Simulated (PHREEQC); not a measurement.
Dissolve 0.0012 mol Na2HAsO4 per kg of water at 83 °C. Closed to the air; pH follows from the charge balance.

All values are PHREEQC results (ion-association model, wateq4f.dat), not measurements.

No solid was allowed to form.

### Question
Predict the pH, ionic strength.

### Answer
pH 8.27; ionic strength 0.00355 mol/kgw.

### Question
In which forms is As present?

### Answer
HAsO4-2 95 %, H2AsO4- 4.8 % of the As.

Species that the database lacks are ignored. At this temperature some constants are extrapolated from 25 °C, and those without enthalpy data are left unchanged.
